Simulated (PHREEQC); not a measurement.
A made-up water analysis in mg/L, 25 °C, pH 6.6, pe 8.7:

```tsv
constituent	mg/L
Na	0.00985
K	0.00193
Ca	0.0118
Mg	0.00197
Cl	0.0294
S(6) as SO4	0.00788
Alkalinity as HCO3	0.0146
Si as SiO2	0.000156
Cu(2)	0.000192
O(0) (dissolved oxygen)	0.000699
Li	3.12e-05
Sr	0.000268
Ba	4.23e-05
```

Valence states are taken as typed.

All values are PHREEQC results (ion-association model, phreeqc.dat), not measurements.

Each row changes one thing in this solution. Precipitation was switched off in this run.

| case | HCO3- (mol/kgw) | CO2 (mol/kgw) | Cu+2 (mol/kgw) | Cu(OH)2 (mol/kgw) | CuOH+ (mol/kgw) | CO3-2 (mol/kgw) | SI of Quartz (SiO2) |
|---|---|---|---|---|---|---|---|
| as made | 4.49e-7 | 2.53e-7 | 2.21e-9 | 7.26e-10 | 8.74e-11 | 8.42e-11 | -4.61 |
| Cu(2) from 0.000192 to 0.000384 mg/L | [?] | 2.52e-7 | 4.41e-9 | 1.45e-9 | 1.75e-10 | 8.39e-11 | -4.61 |
| pH from 6.6 to 6.9 at the same alkalinity | 2.81e-7 | 7.95e-8 | 1.26e-9 | 1.66e-9 | 1.00e-10 | 1.05e-10 | -4.61 |
| all concentrations times 2 at the same typed pH | 6.87e-7 | [?] | 4.42e-9 | 1.45e-9 | 1.75e-10 | 1.29e-10 | -4.30 |

Q: Complete the blanks.

A: 
- Cu(2) from 0.000192 to 0.000384 mg/L, HCO3- (mol/kgw): 4.47e-7
- all concentrations times 2 at the same typed pH, CO2 (mol/kgw): 3.87e-7

The database's constant for dissolved Cu(OH)2 is higher than later reviews accept.
